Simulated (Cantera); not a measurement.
Feed: 1 mol H₂S, 0.2 mol H₂, 0.3 mol O₂, held at 1200 Pa.

Method: chemical equilibrium by Gibbs-energy minimisation in Cantera with the NASA 1993 tables (ideal gas, pure condensed phases). Candidate condensed phases: H₂O, H₂SO₄, S; 19 gas species. Kinetics and transport are ignored. All values below are at 2673 K.

Base state: H₂ 0.294, H 0.254, S 0.160, SO 0.125, H₂O 0.0584, S₂ 0.0412, SH 0.0239, SO₂ 0.0227 (mole fractions); condensed: gas only.

### Question
What changes in the equilibrium state with this change: H₂S replaced by H₂O?

### Answer
```tsv
species	before	after
H₂O	0.0584	0.364
H	0.254	0.164
O₂	0.000559	0.125
H₂	0.294	0.122
S	0.160	0
SO	0.125	0
S₂	0.0412	0
SH	0.0239	0
SO₂	0.0227	0
O	0.00695	0.104
OH	0.0126	0.121
H₂S	0.000982	0
S₂O	0.000194	0
```
